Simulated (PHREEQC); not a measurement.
## Metal-bearing waste water (model solution)

Solution (25 °C): 0.28 mol/kgw Pb(NO3)2, 3.4e-05 mol/kgw ZnCl2 and 0.0079 mol/kgw Na2SO4. Closed to the air; pH follows from the charge balance.

Model: ion-association model, phreeqc.dat, run in PHREEQC.

Each row changes one thing in this solution. Precipitation was switched off in this run.

```csv
case,pH,ionic strength (mol/kgw),NO3- (mol/kgw),PbNO3+ (mol/kgw),Pb+2 (mol/kgw),Pb2OH+3 (mol/kgw),SI of Pb(OH)2 (Pb(OH)2)
as made,4.11,0.518,0.399,0.161,0.113,9.55e-5,-1.43
Na2SO4 left out,4.09,0.512,0.396,0.164,0.116,9.64e-5,-1.46
Pb(NO3)2 from 0.28 to 0.028 mol/kgw,4.79,0.0780,0.0508,0.00524,0.0179,1.09e-5,-0.71
0.0028 mol/kgw NaNO3 added,4.11,0.520,0.402,0.161,0.113,9.52e-5,-1.43
temperature from 25 to 80 °C,4.10,0.538,0.408,0.152,0.122,0.000114,+0.12
```

Species that the database lacks are ignored. Some of these states are supersaturated (in Anglesite, Pb(OH)2, for instance). Away from 25 °C the constants follow the database's enthalpies or fits; those with neither stay at their 25 °C values.
